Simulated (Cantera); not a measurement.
A freely propagating, adiabatic, planar premixed flame of 43.1 % H2, 12.0 % O2, 44.9 % N2, equivalence ratio 1.8, unburnt at 300 K and 0.415 atm; mixture-averaged transport, grid criteria slope 0.08 and curve 0.16, no radiation.

Detailed kinetics in Cantera: the H2/O2 subset of GRI-Mech 3.0, which has no nitrogen chemistry. Burning velocities carry a grid error of a few per cent, more on coarse grids.

x: mole fraction of selected species; z is measured from the peak of heat release.

| z (mm) | T (K) | u (m/s) | x H2 | x O2 | x H2O2 | x OH | x H2O | x HO2 |
|---|---|---|---|---|---|---|---|---|
| -3.05 | 300 | 2.91 | 0.431 | 0.120 | <1e-8 | <1e-8 | <1e-8 | <1e-8 |
| -2.03 | 300 | 2.91 | 0.431 | 0.120 | <1e-8 | <1e-8 | <1e-8 | <1e-8 |
| -1.53 | 300 | 2.91 | 0.431 | 0.120 | <1e-8 | <1e-8 | <1e-8 | <1e-8 |
| -1.02 | 300 | 2.91 | 0.431 | 0.120 | <1e-8 | <1e-8 | 2.61e-8 | <1e-8 |
| -0.509 | 314 | 3.03 | 0.428 | 0.120 | 6.23e-6 | 9.96e-6 | 0.000167 | 6.23e-5 |
| -0.254 | 603 | 5.65 | 0.394 | 0.115 | 8.12e-5 | 0.000959 | 0.0203 | 0.000151 |
| 0 | 1029 | 9.36 | 0.304 | 0.0849 | 2.79e-6 | 0.00128 | 0.0907 | 4.67e-5 |
| 0.254 | 1317 | 11.9 | 0.207 | 0.0298 | 7.73e-7 | 0.00319 | 0.196 | 1.46e-5 |
| 0.509 | 1449 | 13.0 | 0.172 | ? | ? | ? | 0.241 | ? |
| 1.02 | 1563 | 13.9 | 0.171 | 0.00133 | 3.63e-7 | 0.00421 | 0.253 | 5.88e-7 |
| 2.03 | 1680 | 14.9 | 0.180 | 0.000872 | 2.35e-7 | 0.00459 | 0.256 | 3.59e-7 |
| 4.07 | 1798 | 15.8 | 0.189 | 0.000565 | 1.28e-7 | 0.00451 | 0.259 | 2.27e-7 |
| 8.14 | 1902 | 16.5 | 0.197 | ? | ? | ? | 0.263 | ? |

Problem. Complete the blanks.

Solution. 
- 0.509, x O2: 0.00661
- 0.509, x H2O2: 5.05e-7
- 0.509, x OH: 0.00371
- 0.509, x HO2: 3.11e-6
- 8.14, x O2: 0.000317
- 8.14, x H2O2: 6.50e-8
- 8.14, x OH: 0.00393
- 8.14, x HO2: 1.33e-7
